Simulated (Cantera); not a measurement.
A closed system holds: 1 mol SiH2Cl2, 2.8 mol H2, held at 2125 K and 100 Torr.

These are equilibrium values from Cantera (NASA tables, ideal gas, pure condensed phases), not measurements of a reactor. Candidate condensed phases: Si; 19 gas species. The tables' values for SiCl, SiCl3 are old estimates; treat these amounts as uncertain. Gases not in the tables: Si2H6 and higher silanes. Kinetics and transport are ignored.

Base state: H2 0.687, HCl 0.189, SiCl2 0.108, H 0.00825, SiCl 0.00183, Cl 0.00166, SiCl3 0.00137, Si 0.00130 (mole fractions); condensed: Si(l).

Question: What changes in the equilibrium state with this change: SiH2Cl2 replaced by (CH3)2SiCl2?

Answer: 
| species | before | after |
|---|---|---|
| H2 | 0.687 | 0.715 |
| HCl | 0.189 | 0.257 |
| SiCl2 | 0.108 | 0.0163 |
| C2H2 (acetylene) | 0 | 0.00120 |
| CH4 | 0 | 2.12e-5 |
| Si(l), mol | 0.452 | 0 |
| C(graphite), mol | 0 | 1.10 |
| SiC(s), mol | 0 | 0.884 |
The feed counts by its element totals alone. The tables' values for SiCl3, SiCl are old estimates; treat these amounts as uncertain. Further candidate phases: C, C6H6, C7H8, C8H18, SiC.
